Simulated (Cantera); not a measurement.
**Ignition delay**

Mixture: 9.22 % CH4, 0.894 % CO, 18.9 % O2, 71.0 % N2, at 760 Torr, adiabatic and at constant pressure. Ignition delay is the time to a rise of 400 K.

Cantera simulation using GRI-Mech 3.0 (53 species, 325 reactions); the numbers are that mechanism's predictions, not measurements.

```csv
T0 (K),delay (ms)
1275,16.9
1350,6.39
1425,2.62
1500,1.17
1575,0.576
```

| Property | Value |
|---|---|
| apparent activation energy between 1425 and 1575 K | 190 kJ/mol |
